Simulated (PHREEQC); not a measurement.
# Copper plating or etch bath

Solution (20 °C): 0.085 mol CuCl2, 0.0027 mol HBF4 and 0.00012 mol NaCl per kg of water. Closed to the air; pH follows from the charge balance.

Model: ion-association model, phreeqc.dat, run in PHREEQC.

Precipitation was switched off in this run.

Q: Estimate the pH, ionic strength.

A: pH 2.58; ionic strength 0.241 mol/kgw.

Q: In which forms is Cl present?

A: Cl- 95 %, CuCl+ 4.7 % of the Cl.

Real BF4- forms and hydrolyses slowly; the run takes it at equilibrium.
